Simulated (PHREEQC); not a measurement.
Consider water at 25 °C with 17 mmol/kgw HNO3, 0.85 mmol/kgw CaCl2 and 150 mmol/kgw CuCl2. Closed to the air; pH follows from the charge balance.

All values are PHREEQC results (ion-association model, wateq4f.dat), not measurements.

```
quantity                       before    after
----------------------------  -------  -------
pH                               1.88     3.80
ionic strength (mol/kgw)        0.417  0.00468
Cl- (mol/kgw)                   0.275  0.00301
Cu+2 (mol/kgw)                  0.125  0.00149
CuCl+ (mol/kgw)                0.0240  9.09e-6
CuCl2 (mol/kgw)               0.00140  1.27e-8
SI of Tenorite (CuO)            -5.34    -2.97
SI of Atacamite (Cu2(OH)3Cl)    -5.41    -4.40
```

Name the change that produced these shifts.
(A) diluted 5-fold with water
(B) 0.0047 mol/kgw LiBr added
(C) CaCl2 replaced by NiCl2 at the same molality
(D) diluted 100-fold with water

D, diluted 100-fold with water

Precipitation was switched off in this run.
